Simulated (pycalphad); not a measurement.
**Phase fractions of Ti-0.3Hf-9.28B (at.%)**

Source of the numbers: pycalphad with the COST 507 light-alloy database (1999); pressure 1 atm. These are 1990s assessments: newer ones move some temperatures and phases. Amounts are mole fractions of atoms. Kinetics are ignored, which matters at the lower temperatures.

| T (K) | liquid | BM | bcc | hcp |
|---|---|---|---|---|
| 1950 | 1.000 | - | - | - |
| 1850 | 0.981 | 0.019 | - | - |
| 1750 | - | 0.182 | 0.818 | - |
| 1650 | - | 0.182 | 0.818 | - |
| 1550 | - | 0.183 | 0.817 | - |
| 1450 | - | 0.183 | 0.817 | - |
| 1350 | - | 0.183 | 0.817 | - |
| 1250 | - | 0.183 | 0.817 | - |
| 1150 | - | 0.183 | - | 0.817 |
| 1050 | - | 0.184 | - | 0.816 |
| 950 | - | 0.184 | - | 0.816 |
| 850 | - | 0.184 | - | 0.816 |
| 750 | - | 0.185 | - | 0.815 |
| 650 | - | 0.185 | - | 0.815 |
| 550 | - | 0.185 | - | 0.815 |

Database names, with the compositions (at.%) that they take in these runs: BM: Ti 50 B 50.
